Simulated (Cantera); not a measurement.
An adiabatic, constant-volume homogeneous reactor starts with CH₄ : O₂ : N₂ = 1 : 2.44 : 9.17 (molar parts), equivalence ratio 0.82, at 1500 K and 5.00 bar.

Detailed kinetics in Cantera: GRI-Mech 3.0 (53 species, 325 reactions).

Predict: time of steepest temperature rise; temperature at 0.300 s; equilibrium temperature; x(O₂) at 0.300 s; x(NO) at 0.300 s; x(HO₂) at 0.300 s.


```
Property                                                             Value
---------------------------------  ---------------------------------------
time of steepest temperature rise                                 0.293 ms
temperature at 0.300 s                                              2956 K
equilibrium temperature                                             2956 K
x(O₂) at 0.300 s                     0.0351 (gas-phase equilibrium 0.0351)
x(NO) at 0.300 s                     0.0175 (gas-phase equilibrium 0.0175)
x(HO₂) at 0.300 s                  2.10e-5 (gas-phase equilibrium 2.10e-5)
```
